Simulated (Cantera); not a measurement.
An adiabatic, constant-pressure homogeneous reactor starts with CH3OH : O2 : N2 = 1 : 0.26 : 6.21 (molar parts), equivalence ratio 5.8, at 1100 K and 330000 Pa.

Model: GRI-Mech 3.0 (53 species, 325 reactions), integrated in Cantera. GRI-Mech 3.0 was tuned for natural gas; its chemistry of methanol as a main component is partial and can be far from experiment.

Q: Predict: temperature at 1.00 s; equilibrium temperature; x(N2O) at 1.00 s; x(H) at 1.00 s.

A: temperature at 1.00 s: 1190 K
equilibrium temperature: 1193 K
x(N2O) at 1.00 s: 1.95e-9 (gas-phase equilibrium <1e-12)
x(H) at 1.00 s: 9.90e-8 (gas-phase equilibrium 4.05e-8)
